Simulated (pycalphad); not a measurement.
Computed with pycalphad from the COST 507 light-alloy database (1999), at 1 atm. The data set is of 1999 and partly superseded. The system is extrapolated from its subsystems; higher-order compounds may be missing. Phase fractions are per mole of atoms. Kinetics are ignored, which matters at the lower temperatures.

Task: Give the equilibrium state of Al-0.31Mg-0.21Si-0.28Fe (at.%) at 537 °C.

Result: FCC_A1, fraction 0.987, with 0.31 Mg, 0.16 Si, 0.01 Fe at.%; ALFESI_ALPHA, fraction 0.007, with no Mg, 7.1 Si, 19.0 Fe at.%; AL13FE4, fraction 0.006, with no Mg, 0.11 Si, 23.7 Fe at.%.

Task: Give the equilibrium state of Al-0.31Mg-0.21Si-0.28Fe (at.%) at 177 °C.

Result: 
```
T = 450.00 K, P = 101325 Pa, N = 1 mol of atoms
G = -13979 J/mol, H = 3420 J/mol, S = 38.66 J/(mol K)  (SER reference)
chemical potentials (J/mol): Al -13571, Mg -41979, Si -17737, Fe -124743
phase             fraction      x(Al)      x(Mg)      x(Si)      x(Fe)
FCC_A1              0.9820     0.9999   0.000111   3.71e-06   7.89e-09
ALFESI_ALPHA        0.0082     0.7367       none     0.0733     0.1900
AL13FE4             0.0053     0.7649       none    4.2e-07     0.2351
MG2SI               0.0045       none     0.6667     0.3333       none
```

Database names, with the compositions (at.%) that they take in these runs: AL13FE4: Al 76 Fe 24; ALFESI_ALPHA: Al 72-74 Fe 19 Si 7-9; MG2SI: Mg 67 Si 33. FCC_A1 is fcc. An entry "none" or "no" means that the model of the phase leaves that element out.
